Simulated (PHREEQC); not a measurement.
1 kg of water holding 0.07 mol/kgw NaCl and 0.0033 mol/kgw Na2CO3 is evaporated at 25 °C; the solids stay in contact with the brine. The system is closed to CO2. Solids allowed: Halite, Nahcolite, Natron, Trona. Others were left out.

The series has 28 steps of water left (kg), from 1 to 0.005022.

Model: Pitzer model, pitzer.dat, run in PHREEQC.

Which solids form, in which order, and at which step of the series does each first stand?

Halite from water left = 0.011 kg (pH 11.04).
